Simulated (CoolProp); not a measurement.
Vapour-liquid equilibrium of n-pentane (1) + toluene (2) at 431.7 K; x and y are mole fractions of (1).

Computed with CoolProp (multi-fluid Helmholtz-energy mixture model, Thol 2019 and Lemmon 2006; pair parameters Bell 2016).

```csv
x,bubble pressure (MPa),y at the bubble point,dew pressure at overall composition x (MPa),liquid density (mol/L)
0.05,0.4217,0.229,0.3490,7.835
0.2,0.6663,0.553,0.4080,7.649
0.35,0.8866,0.699,0.4898,7.442
0.5,1.094,0.790,0.6100,7.212
0.65,1.299,0.859,0.7999,6.950
0.8,1.515,0.919,1.120,6.646
0.95,1.755,0.979,1.636,6.280
```

No azeotrope shows between x = 0.05 and 0.95.

Pair parameters are fitted to limited data, so mixtures are less certain than the pure fluids. The gap from Raoult's law changes sign with composition, which may be real or a fault of the pair parameters; it wasn't checked against measurements.
